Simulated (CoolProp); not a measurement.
The numbers come from the reference Helmholtz-energy equation of state, Lemmon 2006 in CoolProp. It is a short technical equation, of lower accuracy than the large ones.

**Question.** For carbon monoxide, give the phase and the Z, cp (kJ/(kg K)) at 135.9 K and 11400 kPa; 240.2 K and 11400 kPa; 396.7 K and 11400 kPa.

**Answer.** 
- 135.9 K and 11400 kPa: supercritical; Z 0.493, cp 2.37
- 240.2 K and 11400 kPa: supercritical; Z 0.923, cp 1.43
- 396.7 K and 11400 kPa: supercritical; Z 1.04, cp 1.14
